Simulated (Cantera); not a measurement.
Thermodynamics of silicon nitride deposition, feed Si₂Cl₆ + N₂

Charge: 1 mol Si₂Cl₆, 7.4 mol N₂, held at 1077 °C and 0.100 bar.

Method: chemical equilibrium by Gibbs-energy minimisation in Cantera with the NASA 1993 tables (ideal gas, pure condensed phases). Candidate condensed phases: Si, Si₃N₄; 13 gas species. The feed counts by its element totals alone. N₂ is the only nitrogen source here; it is nearly inert below about 1500 K, so the nitride shown seldom forms there in practice. The tables' values for SiCl₃ are old estimates; treat these amounts as uncertain. Rates play no part.

* **x(N₂)**: 0.822
* **x(SiCl₄)**: 0.164
* **x(SiCl₃)**: 0.0110
* **x(SiCl₂)**: 0.00365
* **x(Cl)**: 8.14e-6
* **n(Si₃N₄(s))**: 0.154 mol
* **gas amount**: 8.632 mol
* **log10 activity of Si(s) (absent)**: -3.11
